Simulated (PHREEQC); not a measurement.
Synthetic water in mg/L, 25 °C, pH 1.86, pe 9.4: Na 1700; K 0.176; Ca 438; Mg 222; Cl 1420; S(6) as SO4 4840; Mn(2) 1.51; Pb 62.5; Fe(3) 24.8.

Cl is adjusted to close the charge balance.
Valence states are taken as typed.

Model: ion-association model, phreeqc.dat, run in PHREEQC.

Each row changes one thing in this solution. This is a speciation only: nothing precipitates in the calculation.

```csv
case,ionic strength (mol/kgw),SO4-2 (mol/kgw),HSO4- (mol/kgw),Mg+2 (mol/kgw),MgSO4 (mol/kgw),CaSO4 (mol/kgw),SI of Gypsum (CaSO4:2H2O),SI of Goethite (FeOOH)
as made,0.153,0.0253,0.0144,0.00551,0.00370,0.00345,-0.12,+1.02
temperature from 25 to 70 °C at the same typed pH,(withheld),0.0151,0.0253,0.00471,0.00450,0.00258,-0.26,+2.25
Fe(3) from 24.8 to 12.4 mg/L,0.153,0.0254,(withheld),(withheld),(withheld),0.00347,-0.12,+0.72
```

Q: Some entries are withheld; supply them.

A: 
- temperature from 25 to 70 °C at the same typed pH, ionic strength (mol/kgw): 0.144
- Fe(3) from 24.8 to 12.4 mg/L, HSO4- (mol/kgw): 0.0145
- Fe(3) from 24.8 to 12.4 mg/L, Mg+2 (mol/kgw): 0.00549
- Fe(3) from 24.8 to 12.4 mg/L, MgSO4 (mol/kgw): 0.00372

Some of these states are supersaturated (in Anglesite, Hematite (slow to form), for instance). Constants without temperature data keep their 25 °C values here.
